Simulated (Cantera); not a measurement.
A Cantera script and its output.

```python
import numpy as np
import cantera as ct

gas = ct.Solution("gri30.yaml", transport_model="mixture-averaged")
show = ['H', 'CH4', 'N2']

rows = []
print(f"{'T/K':>7s}{'rho':>11s}{'cp':>10s}{'mu':>11s}{'lambda':>11s}{'Pr':>7s}" + "".join(f"{'D_' + s:>11s}" for s in show))
for T in [400, 550, 700, 850, 1000, 1150, 1300, 1450, 1600]:
    gas.TPX = T, 91, {'N2O': 0.75}
    Pr = gas.cp_mass * gas.viscosity / gas.thermal_conductivity
    D = [gas.mix_diff_coeffs_mole[gas.species_index(s)] for s in show]
    rows.append([gas.density, gas.cp_mass, gas.viscosity, gas.thermal_conductivity, Pr, *D])
    print(f"{T:7g}{gas.density:11.4e}{gas.cp_mass:10.1f}{gas.viscosity:11.4e}"
          f"{gas.thermal_conductivity:11.4e}{Pr:7.3f}" + "".join(f"{d:11.4e}" for d in D))
print("SI units: kg/m3, J/kg/K, Pa s, W/m/K, m2/s")
```

Output:

```
    T/K        rho        cp         mu     lambda     Pr        D_H      D_CH4       D_N2
    400 1.2043e-03     970.3 1.9459e-05 2.5465e-02  0.741 1.8487e-01 3.2369e-02 2.9357e-02
    550 8.7584e-04    1073.4 2.5486e-05 3.6994e-02  0.739 3.2753e-01 5.7304e-02 5.1467e-02
    700 6.8816e-04    1150.2 3.0799e-05 4.7945e-02  0.739 4.9965e-01 8.7380e-02 7.8036e-02
    850 5.6672e-04    1209.9 3.5602e-05 5.8249e-02  0.739 6.9834e-01 1.2209e-01 1.0865e-01
   1000 4.8171e-04    1254.7 4.0022e-05 6.7953e-02  0.739 9.2155e-01 1.6109e-01 1.4301e-01
   1150 4.1888e-04    1285.1 4.4145e-05 7.7125e-02  0.736 1.1678e+00 2.0410e-01 1.8090e-01
   1300 3.7055e-04    1311.4 4.8030e-05 8.5832e-02  0.734 1.4358e+00 2.5092e-01 2.2214e-01
   1450 3.3222e-04    1334.0 5.1721e-05 9.4132e-02  0.733 1.7246e+00 3.0138e-01 2.6659e-01
   1600 3.0107e-04    1353.3 5.5249e-05 1.0208e-01  0.732 2.0335e+00 3.5534e-01 3.1412e-01
SI units: kg/m3, J/kg/K, Pa s, W/m/K, m2/s
```

Computed with Cantera and GRI-Mech 3.0 (53 species, 325 reactions). The composition is frozen, though it would react at the higher temperatures.
